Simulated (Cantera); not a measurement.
Feed: 1 mol H₂S, 2.6 mol H₂O, 0.057 mol O₂, equilibrated at 100 Torr.

These are equilibrium values from Cantera (NASA tables, ideal gas, pure condensed phases), not measurements of a reactor. Candidate condensed phases: H₂O, H₂SO₄, S; 19 gas species. The numbers say what is thermodynamically allowed, not how fast it happens. All values below are at 1548 K.

Base state: H₂O 0.628, H₂ 0.204, S₂ 0.0799, H₂S 0.0611, SO₂ 0.0222, SH 0.00249, SO 0.00152, S₂O 0.000669 (mole fractions); condensed: gas only.

**Question.** What changes in the equilibrium state with this change: O₂ from 0.057 to 7.5 mol?

**Answer.** 
```csv
species,before,after
O₂,<1e-9,0.566
H₂O,0.628,0.339
SO₂,0.0222,0.0936
H₂,0.204,4.36e-6
S₂,0.0799,<1e-9
H₂S,0.0611,<1e-9
SH,0.00249,<1e-9
S₂O,0.000669,<1e-9
SO₃,7.08e-9,0.000758
S,5.40e-5,<1e-9
O,<1e-9,1.57e-5
```
